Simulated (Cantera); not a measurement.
Thermodynamics of chlorosilane synthesis and conversion, feed Si + Cl2 + H2

A closed system holds: 1 mol Si, 1.6 mol Cl2, 0.51 mol H2, held at 975 K and 6.60 bar.

Method: chemical equilibrium by Gibbs-energy minimisation in Cantera with the NASA 1993 tables (ideal gas, pure condensed phases). Candidate condensed phases: Si; 19 gas species. The tables' values for SiCl3 are old estimates; treat these amounts as uncertain. Rates play no part.

The x(SiCl4) is 0.501 and the x(H2) is 0.310. The x(SiHCl3) is 0.176 and the x(SiH2Cl2) comes out as 0.00644. The x(HCl) is 0.00506, the x(SiCl3) is 0.00154 and the x(SiCl2) comes out as 0.000133. The x(SiH3Cl) is 5.97e-5 and the n(Si(s)) comes out as 0.142 mol. The gas amount is 1.253 mol.
